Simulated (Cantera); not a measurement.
Input: 1 mol MgCO3, 7.2 mol H2O, held at 1023.15 K and 0.0133 bar.

Method: chemical equilibrium by Gibbs-energy minimisation in Cantera with the NASA 1993 tables (ideal gas, pure condensed phases). Candidate condensed phases: C, C6H6, C7H8, C8H18, H2O, Mg, MgCO3, MgO, Mg(OH)2; 116 gas species. The numbers say what is thermodynamically allowed, not how fast it happens.

Question: What is the equilibrium state?

Answer: 
```
Property                                    Value
--------------------------------------  ---------
x(H2O)                                      0.878
x(CO2)                                      0.122
x(H2)                                     1.47e-6
n(MgO(s))                                1.00 mol
gas amount                              8.200 mol
log10 activity of C(graphite) (absent)     -15.02
log10 activity of Mg(l) (absent)           -21.05
```
